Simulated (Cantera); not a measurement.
Feed: 1 mol Si, 1 mol Br2, 83 mol H2, equilibrated at 1152 °C and 37.0 Pa.

Equilibrium computed with Cantera from the NASA thermochemical tables; the gas is ideal and each condensed phase is pure. Candidate condensed phases: Br2, Si; 19 gas species. The tables' values for SiBr are old estimates; treat these amounts as uncertain. The numbers say what is thermodynamically allowed, not how fast it happens.

Base state: H2 0.977, HBr 0.0208, Br 0.00101, SiBr2 0.000996, H 0.000351, SiBr 1.11e-5 (mole fractions); condensed: Si(s).

Question: What changes in the equilibrium state with this change: temperature from 1152 °C to 352 °C?

Answer: 
```tsv
species	before	after
H2	0.977	0.993
SiBr4	2.83e-9	0.00566
HBr	0.0208	0.000725
Br	0.00101	<1e-9
H	0.000351	<1e-9
SiHBr3	6.46e-9	0.000192
SiBr	1.11e-5	<1e-9
Si(s), mol	0.915	0.511
```
